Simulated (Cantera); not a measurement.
Input: 1 mol SiCl₄, 100 mol H₂, at 64.0 mbar.

Method: chemical equilibrium by Gibbs-energy minimisation in Cantera with the NASA 1993 tables (ideal gas, pure condensed phases). Candidate condensed phases: Si; 19 gas species. Gases not in the tables: Si₂H₆ and higher silanes. The numbers say what is thermodynamically allowed, not how fast it happens.

Question: Which condensed phases are stable at each of these points (T (°C)): 1677, 1752, 1827, 1902, 1977, 2052, 2127, 2202, 2277?

Answer: 
| T (°C) | condensed phases | Si condensed (%) |
|---|---|---|
| 1677 | Si(l) | 63.7 |
| 1752 | Si(l) | 58.0 |
| 1827 | Si(l) | 44.0 |
| 1902 | Si(l) | 14.3 |
| 1977 | gas only | 0.0 |
| 2052 | gas only | 0.0 |
| 2127 | gas only | 0.0 |
| 2202 | gas only | 0.0 |
| 2277 | gas only | 0.0 |

From 1677 °C to 1902 °C the condensed part is Si(l). From 1977 °C to 2277 °C nothing is condensed.
